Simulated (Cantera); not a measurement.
An isothermal, constant-pressure homogeneous reactor starts with CH4 : H2O = 1 : 2.7 (molar parts), at 1623 K and 1.00 atm. Integrator tolerance rtol = 1e-08.

Computed with Cantera and GRI-Mech 3.0 (53 species, 325 reactions).

Q: What does this change do: temperature 1623 to 2050 K?

A: 
```json
[
 {"quantity": "x(CH4) at 3.00 s", "before": "0.0143 (gas-phase equilibrium 1.04e-7)", "after": "2.75e-9 (gas-phase equilibrium 3.26e-9)"},
 {"quantity": "x(H2O) at 3.00 s", "before": "0.318 (gas-phase equilibrium 0.274)", "after": "0.281 (gas-phase equilibrium 0.281)"},
 {"quantity": "x(CH2CO) at 3.00 s", "before": "3.49e-6 (gas-phase equilibrium 1.33e-12)", "after": "<1e-12 (gas-phase equilibrium <1e-12)"},
 {"quantity": "x(C2H4) at 3.00 s", "before": "0.000391 (gas-phase equilibrium <1e-12)", "after": "<1e-12 (gas-phase equilibrium <1e-12)"},
 {"quantity": "x(HCO) at 3.00 s", "before": "6.54e-9 (gas-phase equilibrium 8.03e-9)", "after": "8.52e-8 (gas-phase equilibrium 8.52e-8)"},
 {"quantity": "x(C2H6) at 3.00 s", "before": "1.57e-6 (gas-phase equilibrium <1e-12)", "after": "<1e-12 (gas-phase equilibrium <1e-12)"},
 {"quantity": "x(C2H) at 3.00 s", "before": "3.03e-9 (gas-phase equilibrium <1e-12)", "after": "<1e-12 (gas-phase equilibrium <1e-12)"}
]
```

Q: What does this change do: temperature 1623 to 1400 K?

A: 
```csv
quantity,before,after
x(CH4) at 3.00 s,0.0143 (gas-phase equilibrium 1.04e-7),0.142 (gas-phase equilibrium 1.51e-6)
x(H2O) at 3.00 s,0.318 (gas-phase equilibrium 0.274),0.647 (gas-phase equilibrium 0.267)
x(CH2CO) at 3.00 s,3.49e-6 (gas-phase equilibrium 1.33e-12),2.38e-5 (gas-phase equilibrium 3.10e-12)
x(C2H4) at 3.00 s,0.000391 (gas-phase equilibrium <1e-12),0.00597 (gas-phase equilibrium <1e-12)
x(HCO) at 3.00 s,6.54e-9 (gas-phase equilibrium 8.03e-9),4.11e-11 (gas-phase equilibrium 1.31e-9)
x(C2H6) at 3.00 s,1.57e-6 (gas-phase equilibrium <1e-12),9.96e-5 (gas-phase equilibrium <1e-12)
x(C2H) at 3.00 s,3.03e-9 (gas-phase equilibrium <1e-12),3.50e-10 (gas-phase equilibrium <1e-12)
```

Q: What does this change do: CH4 1 to 2.5 parts?

A: 
| quantity | before | after |
|---|---|---|
| x(CH4) at 3.00 s | 0.0143 (gas-phase equilibrium 1.04e-7) | 0.0311 (gas-phase equilibrium 6.20e-6) |
| x(H2O) at 3.00 s | 0.318 (gas-phase equilibrium 0.274) | 0.132 (gas-phase equilibrium 0.0177) |
| x(CH2CO) at 3.00 s | 3.49e-6 (gas-phase equilibrium 1.33e-12) | 6.83e-6 (gas-phase equilibrium 9.56e-11) |
| x(C2H4) at 3.00 s | 0.000391 (gas-phase equilibrium <1e-12) | 0.00242 (gas-phase equilibrium 1.02e-10) |
| x(HCO) at 3.00 s | 6.54e-9 (gas-phase equilibrium 8.03e-9) | 8.79e-9 (gas-phase equilibrium 1.50e-8) |
| x(C2H6) at 3.00 s | 1.57e-6 (gas-phase equilibrium <1e-12) | 7.04e-6 (gas-phase equilibrium <1e-12) |
| x(C2H) at 3.00 s | 3.03e-9 (gas-phase equilibrium <1e-12) | 1.37e-8 (gas-phase equilibrium <1e-12) |
